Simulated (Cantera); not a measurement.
A Cantera script and its output.

```python
import numpy as np
import cantera as ct

gas = ct.Solution("gri30.yaml", transport_model="mixture-averaged")
show = ['C2H2', 'CO2', 'CH4']

rows = []
print(f"{'T/K':>7s}{'rho':>11s}{'cp':>10s}{'mu':>11s}{'lambda':>11s}{'Pr':>7s}" + "".join(f"{'D_' + s:>11s}" for s in show))
for T in [400, 600, 800, 1000, 1200, 1400, 1600, 1800, 2000]:
    gas.TPX = T, 46000, {'CO2': 0.56, 'O2': 0.62, 'N2O': 0.56}
    Pr = gas.cp_mass * gas.viscosity / gas.thermal_conductivity
    D = [gas.mix_diff_coeffs_mole[gas.species_index(s)] for s in show]
    rows.append([gas.density, gas.cp_mass, gas.viscosity, gas.thermal_conductivity, Pr, *D])
    print(f"{T:7g}{gas.density:11.4e}{gas.cp_mass:10.1f}{gas.viscosity:11.4e}"
          f"{gas.thermal_conductivity:11.4e}{Pr:7.3f}" + "".join(f"{d:11.4e}" for d in D))
print("SI units: kg/m3, J/kg/K, Pa s, W/m/K, m2/s")
```

It prints:

```
    T/K        rho        cp         mu     lambda     Pr     D_C2H2      D_CO2      D_CH4
    400 5.4953e-01     950.4 2.1317e-05 2.8143e-02  0.720 5.0964e-05 4.9378e-05 6.9936e-05
    600 3.6635e-01    1064.0 2.9497e-05 4.3347e-02  0.724 1.0593e-04 1.0272e-04 1.4340e-04
    800 2.7476e-01    1144.2 3.6498e-05 5.7404e-02  0.727 1.7522e-04 1.6998e-04 2.3552e-04
   1000 2.1981e-01    1200.2 4.2738e-05 7.0326e-02  0.729 2.5713e-04 2.4952e-04 3.4421e-04
   1200 1.8318e-01    1237.3 4.8443e-05 8.2302e-02  0.728 3.5056e-04 3.4025e-04 4.6810e-04
   1400 1.5701e-01    1266.7 5.3749e-05 9.3515e-02  0.728 4.5471e-04 4.4139e-04 6.0617e-04
   1600 1.3738e-01    1290.1 5.8745e-05 1.0411e-01  0.728 5.6898e-04 5.5236e-04 7.5767e-04
   1800 1.2212e-01    1308.8 6.3492e-05 1.1421e-01  0.728 6.9291e-04 6.7271e-04 9.2199e-04
   2000 1.0991e-01    1324.1 6.8035e-05 1.2391e-01  0.727 8.2611e-04 8.0206e-04 1.0986e-03
SI units: kg/m3, J/kg/K, Pa s, W/m/K, m2/s
```

Detailed kinetics in Cantera: GRI-Mech 3.0 (53 species, 325 reactions). The composition is frozen, though it would react at the higher temperatures.
